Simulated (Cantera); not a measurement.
A closed system holds: 1 mol TEOS, 4.4 mol NO, 84 mol H2, equilibrated at 3.90 mbar.

Method: chemical equilibrium by Gibbs-energy minimisation in Cantera with the NASA 1993 tables (ideal gas, pure condensed phases). Candidate condensed phases: C, C6H6, C7H8, C8H18, H2O, Si, SiC, SiO2, Si2N2O, Si3N4; 151 gas species. The feed counts by its element totals alone. Kinetics and transport are ignored. All values below are at 550 K.

Base state: H2 0.812, CH4 0.0906, H2O 0.0725, N2 0.0249, NH3 4.75e-5, CO2 4.15e-5 (mole fractions); condensed: SiO2(α-quartz).

What changes in the equilibrium state with this change: H2 from 84 to 12 mol?


```csv
species,before,after
H2,0.812,0.373
H2O,0.0725,0.257
CH4,0.0906,0.230
CO2,4.15e-5,0.0297
N2,0.0249,0.109
CO,8.07e-6,0.000748
NH3,4.75e-5,3.10e-5
"SiO2(α-quartz), mol",1.00,1.00
"C(graphite), mol",0,2.74
```
